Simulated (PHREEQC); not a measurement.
Model water analysis in mmol/kgw, 25 °C, pH 4.13, pe 8.1:

| constituent | mmol/kgw |
|---|---|
| Na | 35.3 |
| K | 19.5 |
| Ca | 0.753 |
| Mg | 24.5 |
| Cl | 32.5 |
| S(6) | 31.9 |
| Cu(2) | 1.02 |

Cl is adjusted to close the charge balance.
Valence states are taken as typed.

The numbers come from PHREEQC with the ion-association model, phreeqc.dat.

Precipitation was switched off in this run.

Question: Order these Cu species by the share of Cu that they hold, largest first: CuCl+, CuSO4, Cu+2.

Answer: Cu+2 (64 %), CuSO4 (33 %), CuCl+ (2.8 %)

The pH is 4.13 and the ionic strength 0.122 mol/kgw. Species that the database lacks are ignored.
